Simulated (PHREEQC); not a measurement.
Make-up at 65 °C: 0.082 mol/kgw (NH4)2SO4. Closed to the air; pH follows from the charge balance.

Computed with PHREEQC (ion-association model, phreeqc.dat).

```
Property                Value
--------------  -------------
pH                       5.03
ionic strength  0.196 mol/kgw
density           0.987 g/cm³
```

```tsv
species	molality	activity	log γ
NH4+	0.139	0.0922	-0.178
SO4-2	0.0569	0.0154	-0.569
NH4SO4-	0.0250	0.0182	-0.137
NH3	6.37e-5	6.67e-5	0.020
HSO4-	5.18e-5	3.78e-5	-0.137
H+	1.19e-5	9.39e-6	-0.105
OH-	1.93e-8	1.33e-8	-0.161
```

This is a speciation only: nothing precipitates in the calculation. Species that the database lacks are ignored. Away from 25 °C the constants follow the database's enthalpies or fits; those with neither stay at their 25 °C values.
